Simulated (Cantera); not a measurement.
**Equilibrium for carbon deposition, reforming and gasification: C2H2 + H2**

A closed system holds: 1 mol C2H2, 1.2 mol H2, held at 1225 °C and 55.5 Torr.

These are equilibrium values from Cantera (NASA tables, ideal gas, pure condensed phases), not measurements of a reactor. Candidate condensed phases: C, C6H6, C7H8, C8H18; 76 gas species. The numbers say what is thermodynamically allowed, not how fast it happens.

```json
{
  "x(H2)": "1.000",
  "x(CH4)": "0.000192",
  "x(H)": "6.32e-5",
  "x(C2H2 (acetylene))": "8.81e-6",
  "n(C(graphite))": "2.00 mol",
  "gas_amount": "2.200 mol"
}
```
